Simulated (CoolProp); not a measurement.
Vapour-liquid equilibrium of n-hexane (1) + m-xylene (2) at 139.05 °C; x and y are mole fractions of (1).

Model: multi-fluid Helmholtz-energy mixture model, Thol 2019 and Zhou 2012; pair parameters Bell 2016, in CoolProp.

```
x      bubble pressure (kPa)  y at the bubble point  dew pressure at overall composition x (kPa)  liquid density (mol/L)
-----  ---------------------  ---------------------  -------------------------------------------  ----------------------
0.05                   126.7                  0.232                                        105.8                   7.083
0.125                  168.2                  0.459                                        113.5                   7.032
0.2                    212.1                  0.602                                        122.4                   6.977
0.275                  256.3                  0.696                                        132.9                   6.918
0.35                   299.5                  0.761                                        145.3                   6.856
0.425                  340.6                  0.809                                        160.3                   6.790
0.5                    379.1                  0.845                                        178.8                   6.720
0.575                  415.1                  0.874                                        202.2                   6.648
0.65                   449.0                  0.899                                        232.7                   6.573
0.725                  481.6                  0.920                                        273.9                   6.496
0.8                    513.6                  0.941                                        332.0                   6.418
0.875                  546.3                  0.962                                        416.2                   6.339
0.95                   580.5                  0.984                                        528.1                   6.260
```

No azeotrope shows between x = 0.05 and 0.95.

Pair parameters are fitted to limited data, so mixtures are less certain than the pure fluids.
